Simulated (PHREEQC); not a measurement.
Model water analysis in mmol/kgw, 25 °C, pH 6.59, pe 9.6: Na 6.01; K 0.132; Ca 5.72; Mg 4.58; Cl 15.9; S(6) 3.78; Alkalinity (meq/kgw) 3.38; Ni 0.0769.

Na is adjusted to close the charge balance.
Valence states are taken as typed.

The numbers come from PHREEQC with the ion-association model, wateq4f.dat.

No solid was allowed to form.

### Question
Order these Ni species by the share of Ni that they hold, largest first: Ni+2, NiCl+, NiHCO3+, NiSO4, NiCO3.

### Answer
NiCO3 (56 %), Ni+2 (32 %), NiHCO3+ (6.9 %), NiSO4 (3.9 %), NiCl+ (0.64 %)

### Question
Order these Mg species by the share of Mg that they hold, largest first: MgHCO3+, Mg+2, MgSO4.

### Answer
Mg+2 (85 %), MgSO4 (13 %), MgHCO3+ (1.6 %)

The pH is 6.59 and the ionic strength 0.0354 mol/kgw. The database's nickel carbonate constants are estimates that later reviews lower a good deal.
